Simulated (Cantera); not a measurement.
Input: 1 mol Al2O3, 0.4 mol SiCl4, 0.1 mol O2, equilibrated at 1.00 bar.

Method: chemical equilibrium by Gibbs-energy minimisation in Cantera with the NASA 1993 tables (ideal gas, pure condensed phases). Candidate condensed phases: Al, AlCl3, Al2O3, Al2SiO5, Al6Si2O13, Si, SiO2; 26 gas species. Mutual solubility and eutectic melting of coexisting phases are not modelled. Condensed phases not in the tables: alloys, solid solutions and most ternary compounds. Equilibrium is a limit: real reactors are often held back by kinetics, nucleation or transport. All values below are at 950 °C.

Base state: AlCl3 0.629, Cl2 0.335, SiCl4 0.0286, Cl 0.00346, Al2Cl6 0.00328 (mole fractions); condensed: Al2O3(s) + Al6Si2O13(mullite).

What changes in the equilibrium state with this change: pressure from 1.00 bar to 0.0100 bar?


```tsv
species	before	after
AlCl3	0.629	0.648
Cl2	0.335	0.312
Cl	0.00346	0.0334
SiCl4	0.0286	0.00640
Al2Cl6	0.00328	3.48e-5
Al2O3(s), mol	0.237	0.208
Al6Si2O13(mullite), mol	0.192	0.198
```
